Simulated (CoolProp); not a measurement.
A Linde-Hampson liquefier for dry air: isothermal reversible compression at 300 K from 1 atm to 30 MPa, throttling to 1 atm, return gas leaving the recuperator 0 K below the feed. Each further row changes one setting.

The numbers come from the reference Helmholtz-energy equation of state, Lemmon 2000 in CoolProp. It is a pseudo-pure fit of the blend.

```
case                        liquid yield per pass  compression work (kJ/kg of gas)
--------------------------  ---------------------  -------------------------------
as stated                              (withheld)                              491
high pressure 60 MPa                        0.098                       (withheld)
warm-end temperature 330 K             (withheld)                       (withheld)
warm-end gap 5 K                       (withheld)                              491
```

Fill in the missing entries.


- as stated, liquid yield per pass: 0.099
- high pressure 60 MPa, compression work (kJ/kg of gas): 565
- warm-end temperature 330 K, liquid yield per pass: 0.073
- warm-end temperature 330 K, compression work (kJ/kg of gas): 544
- warm-end gap 5 K, liquid yield per pass: 0.088
